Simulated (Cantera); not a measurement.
Charge: 1 mol FeS2, 3.3 mol SO2, 0.16 mol O2, at 1650 °C and 0.0133 bar.

Equilibrium computed with Cantera from the NASA thermochemical tables; the gas is ideal and each condensed phase is pure. Candidate condensed phases: Fe, FeO, FeS, FeSO4, FeS2, Fe2O3, Fe2(SO4)3, Fe3O4, S; 12 gas species. The tables' stoichiometric FeO is somewhat more stable than real wüstite, so its field is too wide. FeO: taken at fixed stoichiometry. Equilibrium is a limit: real reactors are often held back by kinetics, nucleation or transport.

Base state: SO2 0.631, S2 0.236, SO 0.119, S 0.00793, S2O 0.00425, Fe 0.00213, FeO 8.49e-5, O2 1.10e-5 (mole fractions); condensed: FeO(l).

Problem. What changes in the equilibrium state with this change: 0.14 mol H2 added?

Solution. 
```csv
species,before,after
SO2,0.631,0.603
S2,0.236,0.233
SO,0.119,0.116
H2O,0,0.0209
H2,0,0.00877
Fe,0.00213,0.00217
SH,0,0.00271
H,0,0.000765
H2S,0,0.000359
OH,0,0.000157
O2,1.10e-5,1.06e-5
"FeO(l), mol",0.991,0.990
```
Further candidate phases: Fe(OH)2, Fe(OH)3, H2O, H2SO4.

Problem. What changes in the equilibrium state with this change: pressure from 0.0133 bar to 0.0500 bar?

Solution. 
| species | before | after |
|---|---|---|
| SO2 | 0.631 | 0.653 |
| S2 | 0.236 | 0.248 |
| SO | 0.119 | 0.0879 |
| Fe | 0.00213 | 0.000406 |
| FeO | 8.49e-5 | 2.27e-5 |
| O | 1.04e-5 | 3.88e-6 |
| FeO(l), mol | 0.991 | 0.998 |
